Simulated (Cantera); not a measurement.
Transport properties of process gases

Gas mixture: 100 % N₂, at 3.20 bar, frozen composition.

Cantera's kinetic-theory transport with the Lennard-Jones parameters of GRI-Mech 3.0, ideal gas; thermal conductivity in the multicomponent form.

```json
[
 {"T (K)": "400", "ρ (kg/m³)": "2.70", "cp (J/kg/K)": "1047", "μ (µPa s)": "22.3", "λ (mW/m/K)": "32.9", "Pr": "0.710", "D (cm²/s) OH": "0.166", "D (cm²/s) H₂O": "0.125", "D (cm²/s) H₂": "0.402"},
 {"T (K)": "650", "ρ (kg/m³)": "1.66", "cp (J/kg/K)": "1084", "μ (µPa s)": "31.2", "λ (mW/m/K)": "47.9", "Pr": "0.706", "D (cm²/s) OH": "0.378", "D (cm²/s) H₂O": "0.308", "D (cm²/s) H₂": "0.906"},
 {"T (K)": "900", "ρ (kg/m³)": "1.20", "cp (J/kg/K)": "1147", "μ (µPa s)": "38.7", "λ (mW/m/K)": "62.9", "Pr": "0.706", "D (cm²/s) OH": "0.651", "D (cm²/s) H₂O": "0.549", "D (cm²/s) H₂": "1.56"},
 {"T (K)": "1150", "ρ (kg/m³)": "0.938", "cp (J/kg/K)": "1195", "μ (µPa s)": "45.5", "λ (mW/m/K)": "77.0", "Pr": "0.706", "D (cm²/s) OH": "0.978", "D (cm²/s) H₂O": "0.840", "D (cm²/s) H₂": "2.34"},
 {"T (K)": "1400", "ρ (kg/m³)": "0.770", "cp (J/kg/K)": "1231", "μ (µPa s)": "51.6", "λ (mW/m/K)": "90.1", "Pr": "0.706", "D (cm²/s) OH": "1.36", "D (cm²/s) H₂O": "1.18", "D (cm²/s) H₂": "3.23"},
 {"T (K)": "1650", "ρ (kg/m³)": "0.653", "cp (J/kg/K)": "1258", "μ (µPa s)": "57.4", "λ (mW/m/K)": "102", "Pr": "0.705", "D (cm²/s) OH": "1.78", "D (cm²/s) H₂O": "1.55", "D (cm²/s) H₂": "4.25"},
 {"T (K)": "1900", "ρ (kg/m³)": "0.567", "cp (J/kg/K)": "1278", "μ (µPa s)": "62.9", "λ (mW/m/K)": "114", "Pr": "0.705", "D (cm²/s) OH": "2.25", "D (cm²/s) H₂O": "1.97", "D (cm²/s) H₂": "5.36"},
 {"T (K)": "2150", "ρ (kg/m³)": "0.501", "cp (J/kg/K)": "1293", "μ (µPa s)": "68.2", "λ (mW/m/K)": "125", "Pr": "0.705", "D (cm²/s) OH": "2.76", "D (cm²/s) H₂O": "2.42", "D (cm²/s) H₂": "6.58"}
]
```
D: mixture-averaged diffusion coefficient of that species in the mixture.
